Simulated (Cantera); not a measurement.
Input (Python, Cantera) and output of one run.

```python
import numpy as np
import cantera as ct

gas_names = """
    AL ALCL ALCL2 ALCL3 ALN ALO ALOCL ALO2 AL2 AL2CL6 AL2O AL2O2 CL CLO CL2 N NO NO2 NO3 N2 N2O O O2 O3
""".split()
cond_names = """
    AL(cr) AL(L) ALCL3(s) ALCL3(L) ALN(s) AL2O3(a) AL2O3(L)
""".split()


# ... load() reads the species with a 1 bar reference pressure and builds the phases ...
atoms = {
    'AlN': {'AL': 1, 'N': 1},
    'Cl2': {'CL': 2},
    'O2': {'O': 2},
}
top_T = {'ALN(s)': 2750}  # K; cautious upper limits of use, not melting points


# ... equilibrate(T, P, feed) seeds the gas with the atoms and calls Mixture.equilibrate('TP', solver="vcs", rtol=1e-11, max_steps=5000) ...
results = []
feed = {'AlN': 1, 'Cl2': 0.019, 'O2': 0.28}  # mol
T = 1700  # K
for P in [1000, 4000, 16000, 63000, 250000, 1000000]:
    mix = equilibrate(T, P, feed)
    results.append((T, P, feed, dict(zip(mix.species_names, mix.species_moles))))

top = {s: max(r[3][s] / sum(r[3][g] for g in gas_names) for r in results) for s in gas_names}
cols = sorted((s for s in top if top[s] > 0.001), key=lambda s: -top[s])[:7]
seen = [c for c in cond_names if any(r[3].get(c, 0) > 1e-12 for r in results)]
print("log10 of partial pressures in bar; condensed amounts in mol")
print(f"{'P/Pa':>10s}" + "".join(f"{s[:9]:>10s}" for s in cols + seen))
for T, P, feed, n in results:
    ng = sum(n[g] for g in gas_names)
    print(f"{P:10.4g}" + "".join(f"{np.log10(max(n[s] / ng * P / 1e5, 1e-99)):10.3f}" for s in cols)
          + "".join(f"{n.get(c, 0):10.4g}" for c in seen))
```

Result:

```
log10 of partial pressures in bar; condensed amounts in mol
      P/Pa        N2      ALCL     ALCL3     ALCL2    ALN(s)  AL2O3(a)
      1000    -2.064    -2.924    -4.255    -3.892    0.5943    0.1867
      4000    -1.443    -2.694    -2.944    -3.122    0.6052    0.1867
   1.6e+04    -0.830    -2.626    -2.127    -2.679     0.611    0.1867
   6.3e+04    -0.230    -2.604    -1.461    -2.335    0.6129    0.1867
   2.5e+05     0.370    -2.595    -0.835    -2.017    0.6136    0.1867
     1e+06     0.972    -2.591    -0.221    -1.709    0.6138    0.1867
```

Cantera equilibrium calculation (NASA polynomials, part measured and part estimated; ideal gas, pure solids and liquids). Mutual solubility and eutectic melting of coexisting phases are not modelled. The tables' values for AlCl2 are old estimates; treat these amounts as uncertain.
